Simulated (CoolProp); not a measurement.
Properties of tetrahydrofuran at several states.

The numbers come from the reference Helmholtz-energy equation of state, Fiedler 2023 in CoolProp.

```json
[
 {"T (K)": "457.9", "p (kPa)": "309", "phase": "gas", "density (kg/m³)": "6.061", "cv (kJ/(kg K))": "1.595", "isothermal compressibility (1/MPa)": "3.356", "expansivity (1/kK)": "2.437", "fugacity coefficient": "0.9667"},
 {"T (K)": "396.9", "p (kPa)": "16.7", "phase": "gas", "density (kg/m³)": "0.3659", "cv (kJ/(kg K))": "1.356", "isothermal compressibility (1/MPa)": "60.05", "expansivity (1/kK)": "2.541", "fugacity coefficient": "0.9972"},
 {"T (K)": "481", "p (kPa)": "11.1", "phase": "gas", "density (kg/m³)": "0.2003", "cv (kJ/(kg K))": "1.671", "isothermal compressibility (1/MPa)": "90.18", "expansivity (1/kK)": "2.086", "fugacity coefficient": "0.9990"}
]
```
